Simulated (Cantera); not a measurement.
An adiabatic, constant-pressure homogeneous reactor starts with CH4 : O2 : N2 = 1 : 6.67 : 25.1 (molar parts), equivalence ratio 0.30, at 1775 K and 548 Torr.

Cantera simulation using GRI-Mech 3.0 (53 species, 325 reactions); the numbers are that mechanism's predictions, not measurements.

One state of this run: T (K) = 2355; x CH4 = <1e-12; x O2 = 0.139; x CO = 0.00149; x C2H4 = <1e-12; x CH3 = <1e-12; x CO2 = 0.0289; x H = 0.000341. x: mole fraction; the columns are a selection and need not sum to one.

**Question.** Which value of t (s) does it belong to?
A) 0.000408
B) 0.00368
C) 0.000849
D) 4.51e-5

**Answer.** B, 0.00368
